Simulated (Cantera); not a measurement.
An isothermal, constant-pressure homogeneous reactor starts with NO : N2 = 1 : 4.7 (molar parts), at 1975 K and 0.0180 bar. Integrator tolerance rtol = 1e-08.

Detailed kinetics in Cantera: GRI-Mech 3.0 (53 species, 325 reactions). Radical loss at walls, strong at low pressure, is not modelled.

What does this change do: temperature 1975 to 1948 K?


| quantity | before | after |
|---|---|---|
| x(NO) at 200 s | 0.00496 (gas-phase equilibrium 0.00489) | 0.00510 (gas-phase equilibrium 0.00454) |
| x(O2) at 200 s | 0.0846 (gas-phase equilibrium 0.0846) | 0.0846 (gas-phase equilibrium 0.0849) |
| x(NO2) at 200 s | 7.58e-7 (gas-phase equilibrium 7.48e-7) | 8.18e-7 (gas-phase equilibrium 7.29e-7) |
| x(N2) at 200 s | 0.909 (gas-phase equilibrium 0.909) | 0.909 (gas-phase equilibrium 0.910) |
| x(N2O) at 200 s | 3.99e-8 (gas-phase equilibrium 3.97e-8) | 3.85e-8 (gas-phase equilibrium 3.69e-8) |
| x(O) at 200 s | 0.00120 (gas-phase equilibrium 0.00120) | 0.000969 (gas-phase equilibrium 0.000970) |

What does this change do: temperature 1975 to 1700 K?


| quantity | before | after |
|---|---|---|
| x(NO) at 200 s | 0.00496 (gas-phase equilibrium 0.00489) | 0.149 (gas-phase equilibrium 0.00201) |
| x(O2) at 200 s | 0.0846 (gas-phase equilibrium 0.0846) | 0.0133 (gas-phase equilibrium 0.0867) |
| x(NO2) at 200 s | 7.58e-7 (gas-phase equilibrium 7.48e-7) | 1.56e-5 (gas-phase equilibrium 5.42e-7) |
| x(N2) at 200 s | 0.909 (gas-phase equilibrium 0.909) | 0.838 (gas-phase equilibrium 0.911) |
| x(N2O) at 200 s | 3.99e-8 (gas-phase equilibrium 3.97e-8) | 7.58e-6 (gas-phase equilibrium 1.70e-8) |
| x(O) at 200 s | 0.00120 (gas-phase equilibrium 0.00120) | 4.28e-5 (gas-phase equilibrium 9.87e-5) |
